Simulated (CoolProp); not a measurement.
The fluid at 402.41 K and 4.81 MPa flows at 23 m/s in a round tube of 1 mm bore and 15 µm roughness, fully developed (64/Re and Nu = 3.66 if laminar; Colebrook and Gnielinski if turbulent). The same conditions are run with several fluids, on thermodynamics alone (safety and materials aside).

Model: reference Helmholtz-energy equation of state of each fluid (c-C4F8 (RC318): Platzer 1990; C2F6 (R116): Lemmon 2006; R227EA: Lemmon 2016; C3F8 (R218): Lemmon 2006; nitrogen: Span 2000), in CoolProp. The equations of Platzer and Polt are older, rougher fits.

| fluid | Reynolds number | Darcy friction factor | pressure drop (Pa/m) | heat-transfer coefficient (W/(m² K)) | mass flow (kg/h) |
|---|---|---|---|---|---|
| c-C4F8 (RC318) | 261000 | 0.0439 | 1.08e7 | 89900 | 60.8 |
| C2F6 (R116) | 223000 | 0.0439 | 2720000 | 31000 | 15.2 |
| R227EA | 381000 | 0.0438 | 7360000 | 111000 | 41.3 |
| C3F8 (R218) | 351000 | 0.0438 | 5220000 | 64200 | 29.3 |
| nitrogen | 40000 | 0.0448 | 470000 | 6650 | 2.58 |

Transport values come from each fluid's own correlations; those of c-C4F8 (RC318), C2F6 (R116), R227EA, C3F8 (R218) are estimates that may be off by 10 % or more.
